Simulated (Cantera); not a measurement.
A Cantera script and what it prints.

```python
import numpy as np
import cantera as ct

gas_names = [...]  # 95 gases of nasa_gas.yaml made of C, F, H
cond_names = """
    C(gr) C6H6(L) C7H8(L) C8H18(L),n-octa
""".split()


# ... load() reads the species with a 1 bar reference pressure and builds the phases ...
atoms = {
    'CH2F2': {'C': 1, 'H': 2, 'F': 2},
    'H2': {'H': 2},
}
top_T = {'C(gr)': 4500}  # K; cautious upper limits of use, not melting points


# ... equilibrate(T, P, feed) seeds the gas with the atoms and calls Mixture.equilibrate('TP', solver="vcs", rtol=1e-11, max_steps=5000) ...
results = []
feed = {'CH2F2': 1, 'H2': 3.1}  # mol
T = 2400  # K
P = 9800  # Pa
mix = equilibrate(T, P, feed)
results.append((T, P, feed, dict(zip(mix.species_names, mix.species_moles))))
print(gas.report(threshold=1e-06))
for i in range(1, mix.n_phases):
    print(f"{mix.phase(i).name:16s} {mix.phase_moles(i):12.5e} mol")
```

Result:

```
       temperature   2400 K
          pressure   9800 Pa
           density   0.0044169 kg/m^3
  mean mol. weight   8.9936 kg/kmol
   phase of matter   gas

                          1 kg             1 kmol
                     ---------------   ---------------
          enthalpy       -3.2511e+06       -2.9239e+07  J
   internal energy       -5.4699e+06       -4.9194e+07  J
           entropy             26322        2.3673e+05  J/K
    Gibbs function       -6.6424e+07       -5.9739e+08  J
 heat capacity c_p            3883.7             34929  J/K
 heat capacity c_v            2959.2             26614  J/K

                      mass frac. Y      mole frac. X     chem. pot. / RT
                     ---------------   ---------------   ---------------
               CH3          1.18e-05        7.0583e-06           -37.604
               CH4        1.0197e-05        5.7161e-06           -49.082
               C2H        4.2937e-05        1.5428e-05           -17.816
    C2H2,acetylene          0.011563          0.003994           -29.294
   C2H2,vinylidene        6.3315e-06        2.1869e-06           -29.294
                C3        4.0095e-06        1.0008e-06           -9.5065
              C4H2        6.3762e-05        1.1455e-05           -35.632
                 F        8.6892e-05        4.1133e-05           -30.711
                 H         0.0043105           0.03846           -11.478
                HF           0.85547           0.38456           -42.189
                H2           0.12842           0.57289           -22.957
     [  +84 minor]        1.0176e-05        3.5981e-06

C(gr)             9.57933e-01 mol
```

These are equilibrium values from Cantera (NASA tables, ideal gas, pure condensed phases), not measurements of a reactor.
